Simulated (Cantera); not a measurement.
A freely propagating, adiabatic, planar premixed flame of H2 : O2 : N2 = 1 : 0.385 : 1.38 (molar parts), equivalence ratio 1.3, unburnt at 350 K and 100000 Pa; mixture-averaged transport, grid criteria slope 0.08 and curve 0.16, no radiation.

Model: the H2/O2 subset of GRI-Mech 3.0, which has no nitrogen chemistry, integrated in Cantera. Burning velocities carry a grid error of a few per cent, more on coarse grids.

Problem. Predict: laminar burning velocity; thermal thickness; peak x(H2O2); peak x(H); peak x(O); peak x(OH).

Solution. laminar burning velocity: 383 cm/s
thermal thickness: 0.355 mm
peak x(H2O2): 0.000103
peak x(H): 0.0702
peak x(O): 0.00793
peak x(OH): 0.0128
